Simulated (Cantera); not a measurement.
A closed system holds: 1 mol Fe, 17 mol NH3, 290 mol N2, at 1223 K and 7.50 bar.

Cantera equilibrium calculation (NASA polynomials, part measured and part estimated; ideal gas, pure solids and liquids). Candidate condensed phases: Fe; 10 gas species. The numbers say what is thermodynamically allowed, not how fast it happens.

Base state: N2 0.921, H2 0.0787, NH3 2.73e-5 (mole fractions); condensed: Fe(γ).

**Question.** What changes in the equilibrium state with this change: NH3 from 17 to 0.14 mol?

**Answer.** 
| species | before | after |
|---|---|---|
| N2 | 0.921 | 0.999 |
| H2 | 0.0787 | 0.000723 |
| NH3 | 2.73e-5 | 2.51e-8 |
| Fe(γ), mol | 1.00 | 1.00 |
